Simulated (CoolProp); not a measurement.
n-pentane along the isobar 63.4 bar: fugacity coefficient from the reference equation and from simpler models built on Tc = 469.7 K, pc = 33.68 bar, ω = 0.251; each cubic takes its own stable root.

Model: reference Helmholtz-energy equation of state, Thol 2019, in CoolProp.

```
T (K)          phase  reference
-----  -------------  ---------
343.3         liquid    0.05363
372           liquid     0.1016
400.6         liquid     0.1697
429.3         liquid     0.2577
458           liquid     0.3608
486.7  supercritical     0.4706
515.4  supercritical     0.5730
544    supercritical     0.6533
572.7  supercritical     0.7145
```

### Question
How far does each simpler model (van der Waals, Redlich-Kwong, Soave-Redlich-Kwong, Peng-Robinson) lie from the reference over these 9 states: mean and median of the absolute difference, and the worst?

### Answer
- van der Waals: mean 52.4 %, median 18.7 %, worst +207.3 % at 343.3 K and 63.4 bar
- Redlich-Kwong: mean 15.1 %, median 6.6 %, worst +48.8 % at 343.3 K and 63.4 bar
- Soave-Redlich-Kwong: mean 3.7 %, median 3.8 %, worst +5.0 % at 429.3 K and 63.4 bar
- Peng-Robinson: mean 1.4 %, median 0.8 %, worst -2.9 % at 544 K and 63.4 bar
